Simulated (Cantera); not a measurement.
# Si + HCl + H₂ (chlorosilane synthesis and conversion)

A closed system holds: 1 mol Si, a varied amount of HCl, 0.97 mol H₂, equilibrated at 1.00 bar.

Method: chemical equilibrium by Gibbs-energy minimisation in Cantera with the NASA 1993 tables (ideal gas, pure condensed phases). Candidate condensed phases: Si; 19 gas species. The tables' values for SiCl₃ are old estimates. The numbers say what is thermodynamically allowed, not how fast it happens.

Map the stable condensed phases over T = 1398, 1423, 1448, 1473, 1498, 1523, 1548, 1573, 1598, 1623, 1648, 1673, 1698 K and n(HCl) in mol = 0.57, 0.89, 1.2, 1.5, 1.8, 2.2, 2.5, 2.8, 3.1, 3.4, 3.8.


```
T in K \ n(HCl) in mol
         0.57 0.89  1.2  1.5  1.8  2.2  2.5  2.8  3.1  3.4  3.8
   1698     A    A    A    A    A    A    A    A    B    B    B
   1673     A    A    A    A    A    A    A    A    B    B    B
   1648     A    A    A    A    A    A    A    A    B    B    B
   1623     A    A    A    A    A    A    A    A    B    B    B
   1598     A    A    A    A    A    A    A    A    A    B    B
   1573     A    A    A    A    A    A    A    A    A    B    B
   1548     A    A    A    A    A    A    A    A    A    B    B
   1523     A    A    A    A    A    A    A    A    A    B    B
   1498     A    A    A    A    A    A    A    A    A    A    B
   1473     A    A    A    A    A    A    A    A    A    A    B
   1448     A    A    A    A    A    A    A    A    A    A    B
   1423     A    A    A    A    A    A    A    A    A    A    B
   1398     A    A    A    A    A    A    A    A    A    A    B
```
A: Si; B: gas only.
